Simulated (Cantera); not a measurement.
# Thermodynamics of nitride etching, feed Si3N4 + HCl + HF

Charge: 1 mol Si3N4, a varied amount of HCl, 3.2 mol HF, held at 3.50 mbar.

Cantera equilibrium calculation (NASA polynomials, part measured and part estimated; ideal gas, pure solids and liquids). Candidate condensed phases: NH4Cl, Si, Si3N4; 49 gas species. The tables' values for SiCl3, SiF2, SiF3 are old estimates. The numbers say what is thermodynamically allowed, not how fast it happens.

Stable condensed phases:

```
T in K \ n(HCl) in mol
         5.6 7.8  11  15  22  30  43  60  84
   1423    A   A   B   B   B   B   B   B   B
   1373    A   A   A   B   B   B   B   B   B
   1323    A   A   A   A   B   B   B   B   B
   1273    A   A   A   A   B   B   B   B   B
   1223    A   A   A   A   B   B   B   B   B
   1173    A   A   A   A   B   B   B   B   B
   1123    A   A   A   A   B   B   B   B   B
   1073    A   A   A   A   B   B   B   B   B
   1023    A   A   A   A   B   B   B   B   B
    973    A   A   A   A   B   B   B   B   B
    923    A   A   A   A   B   B   B   B   B
    873    A   A   A   A   B   B   B   B   B
    823    A   A   A   A   B   B   B   B   B
```

A: Si3N4; B: gas only.
